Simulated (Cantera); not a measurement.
A Cantera script and what it prints.

```python
import numpy as np
import cantera as ct

gas_names = """
    H H2 N NH NH2 NH3 N2 N2H2 N2H4 Si SiH SiH2 SiH3 SiH4 SiN Si2 Si2N Si3
""".split()
cond_names = """
    Si(cr) Si(L) Si3N4(a)
""".split()


def load(file, names, dense=False):
    # The tables refer to 1 bar. Condensed volumes are neglected.
    table = {s.name: s for s in ct.Species.list_from_file(file)}
    out = []
    for n in names:
        d = dict(table[n].input_data)
        d["thermo"] = dict(d["thermo"], **{"reference-pressure": 1e5})
        if dense:
            d["equation-of-state"] = {"model": "constant-volume", "density": "1e6 g/cm^3"}
        out.append(ct.Species.from_dict(d))
    return out


gas = ct.Solution(thermo="ideal-gas", species=load("nasa_gas.yaml", gas_names))
cond = {s.name: ct.Solution(thermo="fixed-stoichiometry", species=[s], name=s.name)
        for s in load("nasa_condensed.yaml", cond_names, dense=True)}
atoms = {
    'SiH4': {'Si': 1, 'H': 4},
    'N2': {'N': 2},
}
top_T = {'Si3N4(a)': 2400}  # K; cautious upper limits of use, not melting points


def equilibrate(T, P, feed):
    n = {}
    for name, mol in feed.items():
        for a, k in atoms[name].items():
            n[a] = n.get(a, 0.0) + k * mol
    gas.TPX = T, P, n
    mass = sum(n.values()) * gas.mean_molecular_weight
    gas.equilibrate("TP")
    valid = [c for c in cond.values() if c.min_temp <= T <= top_T.get(c.name, c.max_temp)]
    mix = ct.Mixture([(gas, mass / gas.mean_molecular_weight)] + [(c, 0.0) for c in valid])
    mix.T, mix.P = T, P
    mix.equilibrate("TP", solver="vcs", rtol=1e-11, max_steps=5000)
    return mix


results = []
feed = {'SiH4': 1, 'N2': 130}  # mol
T = 1148.15  # K
P = 390  # Pa
mix = equilibrate(T, P, feed)
results.append((T, P, feed, dict(zip(mix.species_names, mix.species_moles))))
print(gas.report(threshold=0.0001))
for i in range(1, mix.n_phases):
    print(f"{mix.phase(i).name:16s} {mix.phase_moles(i):12.5e} mol")
```

It prints:

```
       temperature   1148.2 K
          pressure   390 Pa
           density   0.0011283 kg/m^3
  mean mol. weight   27.618 kg/kmol
   phase of matter   gas

                          1 kg             1 kmol
                     ---------------   ---------------
          enthalpy        9.5386e+05        2.6344e+07  J
   internal energy        6.0821e+05        1.6798e+07  J
           entropy             10086        2.7857e+05  J/K
    Gibbs function       -1.0627e+07       -2.9349e+08  J
 heat capacity c_p            1208.2             33368  J/K
 heat capacity c_v            907.16             25054  J/K

                      mass frac. Y      mole frac. X     chem. pot. / RT
                     ---------------   ---------------   ---------------
                H2         0.0011116          0.015228           -27.591
                N2           0.99889           0.98477           -30.793
     [  +16 minor]        6.2864e-09        1.4378e-07

Si(cr)            0.00000e+00 mol
Si3N4(a)          3.33333e-01 mol
```

Cantera equilibrium calculation (NASA polynomials, part measured and part estimated; ideal gas, pure solids and liquids). N2 is the only nitrogen source here; it is nearly inert below about 1500 K, so the nitride shown seldom forms there in practice.
